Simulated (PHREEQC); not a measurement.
Solution (25 °C): 0.00053 mol/kgw LiOH, 0.0082 mol/kgw H3BO3 and 0.0023 mol/kgw Na2CO3. Closed to the air; pH follows from the charge balance.

All values are PHREEQC results (ion-association model, phreeqc.dat), not measurements.

No solid was allowed to form.

Order these C species by the share of C that they hold, largest first: CO2, CO3-2, NaHCO3, HCO3-, NaCO3-.

HCO3- (95 %), CO3-2 (4.4 %), NaCO3- (0.28 %), CO2 (0.25 %), NaHCO3 (0.21 %)

The pH is 8.90 and the ionic strength 0.00522 mol/kgw.
